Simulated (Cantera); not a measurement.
Feed: 1 mol B2H6, 2.1 mol O2, held at 21.0 mbar.

Cantera equilibrium calculation (NASA polynomials, part measured and part estimated; ideal gas, pure solids and liquids). Candidate condensed phases: B, B2O3, B3O3H3, H2O; 23 gas species. The feed counts by its element totals alone. Gases not in the tables: H3BO3. Equilibrium is a limit: real reactors are often held back by kinetics, nucleation or transport.

**Question.** At 852 °C, list the 4 most abundant gas species with their mole fractions, and the condensed phases.

**Answer.** H2 0.600, H2O 0.398, HBO2 0.00115, (HBO2)3 0.000573. Condensed: B2O3(l).
